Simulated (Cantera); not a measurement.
An isothermal, constant-pressure homogeneous reactor starts with H2 : O2 : N2 = 0.007 : 1 : 0.9 (molar parts), equivalence ratio 0.0035, at 1350 K and 2670 Pa.

Detailed kinetics in Cantera: the H2/O2 subset of GRI-Mech 3.0, which has no nitrogen chemistry. Radical loss at walls, strong at low pressure, is not modelled.

x: mole fraction; the columns are a selection and need not sum to one.

```json
[
 {"t (s)": "0.000200", "x H2": "0.00367", "x O2": "0.524", "x H": "1.58e-9", "x OH": "8.64e-9", "x H2O": "2.08e-9"},
 {"t (s)": "0.000436", "x H2": "0.00367", "x O2": "0.524", "x H": "2.95e-9", "x OH": "2.56e-8", "x H2O": "1.29e-8"},
 {"t (s)": "0.000950", "x H2": "0.00367", "x O2": "0.524", "x H": "9.77e-9", "x OH": "1.09e-7", "x H2O": "9.90e-8"},
 {"t (s)": "0.00207", "x H2": "0.00367", "x O2": "0.524", "x H": "1.09e-7", "x OH": "1.31e-6", "x H2O": "1.64e-6"},
 {"t (s)": "0.00451", "x H2": "0.00330", "x O2": "0.524", "x H": "1.71e-5", "x OH": "0.000193", "x H2O": "0.000270"},
 {"t (s)": "0.00983", "x H2": "2.56e-5", "x O2": "0.521", "x H": "8.91e-5", "x OH": "0.000490", "x H2O": "0.00336"},
 {"t (s)": "0.0214", "x H2": "9.87e-6", "x O2": "0.521", "x H": "7.43e-5", "x OH": "0.000425", "x H2O": "0.00341"},
 {"t (s)": "0.0467", "x H2": "[?]", "x O2": "0.521", "x H": "[?]", "x OH": "0.000405", "x H2O": "0.00343"},
 {"t (s)": "0.102", "x H2": "[?]", "x O2": "0.522", "x H": "[?]", "x OH": "[?]", "x H2O": "0.00346"},
 {"t (s)": "0.222", "x H2": "4.93e-6", "x O2": "0.522", "x H": "2.56e-5", "x OH": "0.000301", "x H2O": "0.00351"},
 {"t (s)": "0.483", "x H2": "2.57e-6", "x O2": "0.523", "x H": "9.50e-6", "x OH": "0.000218", "x H2O": "0.00356"},
 {"t (s)": "1.05", "x H2": "1.00e-6", "x O2": "0.523", "x H": "2.30e-6", "x OH": "0.000136", "x H2O": "0.00361"},
 {"t (s)": "2.29", "x H2": "3.16e-7", "x O2": "0.523", "x H": "4.05e-7", "x OH": "7.66e-5", "x H2O": "0.00364"},
 {"t (s)": "5.00", "x H2": "9.20e-8", "x O2": "0.523", "x H": "6.36e-8", "x OH": "4.14e-5", "x H2O": "0.00366"}
]
```

Problem. Some entries are withheld; supply them.

Solution. 
- 0.0467, x H2: 8.92e-6
- 0.0467, x H: 6.36e-5
- 0.102, x H2: 7.27e-6
- 0.102, x H: 4.64e-5
- 0.102, x OH: 0.000365
